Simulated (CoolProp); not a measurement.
A single-stage vapour-compression cycle with R115: evaporating at 203.15 K (dew point), condensing at 246.15 K (bubble point), superheat 0 K, subcooling 0 K, compressor efficiency 0.9, no pressure losses. Each further row changes one setting.

Computed with CoolProp (reference Helmholtz-energy equation of state, Lemmon 2016).

```csv
case,cooling COP,pressure ratio,discharge temperature (K),refrigerating effect (kJ/kg),volumetric capacity (kJ/m³)
as stated,?,8.48,251.9,96.6,179
evaporating temperature 208.15 K,4.13,6.27,250.5,?,244
condensing temperature 241.15 K,4.05,?,?,101,188
subcooling 5 K,?,8.48,251.9,101,188
superheat 10 K,3.50,8.48,262.7,103,?
compressor efficiency 0.8,?,8.48,?,96.6,179
```

Problem. What belongs in the gaps?

Solution. 
- as stated, cooling COP: 3.47
- evaporating temperature 208.15 K, refrigerating effect (kJ/kg): 99.4
- condensing temperature 241.15 K, pressure ratio: 6.92
- condensing temperature 241.15 K, discharge temperature (K): 246.9
- subcooling 5 K, cooling COP: 3.64
- superheat 10 K, volumetric capacity (kJ/m³): 181
- compressor efficiency 0.8, cooling COP: 3.08
- compressor efficiency 0.8, discharge temperature (K): 257.0
